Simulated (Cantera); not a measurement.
An isothermal, constant-pressure homogeneous reactor starts with 0.369 % C2H6, 99.6 % N2, at 1473 K and 0.0132 atm.

Model: GRI-Mech 3.0 (53 species, 325 reactions), integrated in Cantera. GRI-Mech 3.0 stops at C3 and has no aromatics, soot or wall deposition, so with more carbon than oxygen in the feed, carbon stays in small species such as C2H2 where larger ones or solid carbon would form. Radical loss at walls, strong at low pressure, is not modelled.

x: mole fraction; the columns are a selection and need not sum to one.

```tsv
t (s)	x C2H6	x CH2	x H	x CH4	x H2	x C2H
2.00e-6	0.00369	<1e-12	1.61e-10	1.13e-11	<1e-12	<1e-12
5.64e-6	0.00369	<1e-12	4.60e-10	8.98e-11	4.76e-12	<1e-12
1.59e-5	0.00369	<1e-12	1.37e-9	7.14e-10	3.91e-11	<1e-12
4.48e-5	0.00368	5.73e-12	4.85e-9	5.66e-9	3.56e-10	<1e-12
0.000126	0.00367	1.30e-10	2.79e-8	4.48e-8	4.68e-9	<1e-12
0.000356	0.00365	[?]	[?]	[?]	[?]	<1e-12
0.00100	0.00356	6.39e-8	2.98e-6	2.77e-6	3.23e-6	<1e-12
0.00283	0.00325	8.74e-7	3.07e-5	2.08e-5	9.57e-5	3.42e-11
0.00797	0.00187	3.10e-6	0.000110	0.000141	0.00114	1.11e-8
0.0225	0.000166	3.29e-6	0.000171	0.000472	0.00378	7.96e-8
0.0634	4.08e-6	9.07e-7	9.13e-5	0.000472	0.00572	6.69e-8
0.179	9.09e-7	2.55e-7	4.75e-5	0.000413	0.00647	3.81e-8
0.503	[?]	[?]	[?]	[?]	0.00671	[?]
1.42	1.05e-7	2.80e-8	1.63e-5	0.000332	0.00680	1.33e-8
4.00	3.74e-8	9.93e-9	1.01e-5	0.000302	0.00686	8.15e-9
```

What belongs in the gaps?


- 0.000356, x CH2: 2.94e-9
- 0.000356, x H: 2.65e-7
- 0.000356, x CH4: 3.55e-7
- 0.000356, x H2: 1.08e-7
- 0.503, x C2H6: 3.05e-7
- 0.503, x CH2: 8.42e-8
- 0.503, x H: 2.77e-5
- 0.503, x CH4: 0.000367
- 0.503, x C2H: 2.25e-8
